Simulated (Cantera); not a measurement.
Input: 1 mol Fe, 1 mol CO2, 2.7 mol H2.

Equilibrium computed with Cantera from the NASA thermochemical tables; the gas is ideal and each condensed phase is pure. Candidate condensed phases: C, C6H6, C7H8, C8H18, Fe, Fe(CO)5, FeO, Fe(OH)2, Fe(OH)3, Fe2O3, Fe3O4, H2O; 114 gas species. Each liquid is taken as pure. Mutual solubility and eutectic melting of coexisting phases are not modelled. The tables' stoichiometric FeO is somewhat more stable than real wüstite, so its field is too wide. FeO: taken at fixed stoichiometry. Condensed phases not in the tables: cementite and carbon dissolved in iron. Equilibrium is a limit: real reactors are often held back by kinetics, nucleation or transport.

### Question
What condenses at these points (T in K, P in Pa): (1300, 45000); (1400, 45000); (1100, 3000000); (1200, 370000); (1000, 370000); (1900, 10); (1000, 5500)?

### Answer
```tsv
T (K)	P in Pa	condensed phases	Fe condensed (%)
1300	45000	Fe + FeO	100.0
1400	45000	Fe + FeO	100.0
1100	3000000	FeO	100.0
1200	370000	Fe + FeO	100.0
1000	370000	C + FeO	100.0
1900	10	gas only	0.0
1000	5500	Fe + FeO	100.0
```
